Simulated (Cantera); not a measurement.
A closed system holds: 1 mol HMDSO, 4.2 mol H2O, equilibrated at 1523.15 K and 13.3 mbar.

These are equilibrium values from Cantera (NASA tables, ideal gas, pure condensed phases), not measurements of a reactor. Candidate condensed phases: C, C6H6, C7H8, C8H18, H2O, Si, SiC, SiO2; 123 gas species. The feed counts by its element totals alone. Mutual solubility and eutectic melting of coexisting phases are not modelled. The tables hold silica as quartz up to 1696 K and as liquid above; real silica turns to tridymite and cristobalite and melts near 1996 K. Equilibrium is a limit: real reactors are often held back by kinetics, nucleation or transport.

Base state: H2 0.739, CO 0.250, SiO 0.0112, H 0.000172, H2O 1.64e-5 (mole fractions); condensed: SiC(s) + SiO2(β-quartz).

What changes in the equilibrium state with this change: pressure from 13.3 mbar to 2.20 mbar?


```tsv
species	before	after
H2	0.739	0.717
CO	0.250	0.250
SiO	0.0112	0.0326
H	0.000172	0.000418
H2O	1.64e-5	4.47e-6
SiC(s), mol	1.53	1.40
SiO2(β-quartz), mol	0.266	0
```

What changes in the equilibrium state with this change: H2O from 4.2 to 0.14 mol?


```
species                before     after
-------------------  --------  --------
H2                      0.739     0.889
CO                      0.250     0.111
SiO                    0.0112  0.000239
C2H2 (acetylene)      4.20e-7   1.05e-5
H2O                   1.64e-5   1.91e-6
CH4                   3.67e-6   2.42e-5
H                    0.000172  0.000189
SiC(s), mol              1.53      2.00
SiO2(β-quartz), mol     0.266         0
C(graphite), mol            0      2.86
```
